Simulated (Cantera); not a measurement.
A closed system holds: 1 mol SiCl₄, 1.1 mol Cl₂, 0.9 mol H₂, 0.74 mol HCl, equilibrated at 500 K and 210000 Pa.

Method: chemical equilibrium by Gibbs-energy minimisation in Cantera with the NASA 1993 tables (ideal gas, pure condensed phases). Candidate condensed phases: Si; 19 gas species. Equilibrium is a limit: real reactors are often held back by kinetics, nucleation or transport.

Problem. What is the equilibrium state?

Solution. 
```json
{
 "x(HCl)": "0.679",
 "x(SiCl₄)": "0.267",
 "x(Cl₂)": "0.0535",
 "gas_amount": "3.740 mol",
 "log10 activity of Si(s) (absent)": "-60.61"
}
```
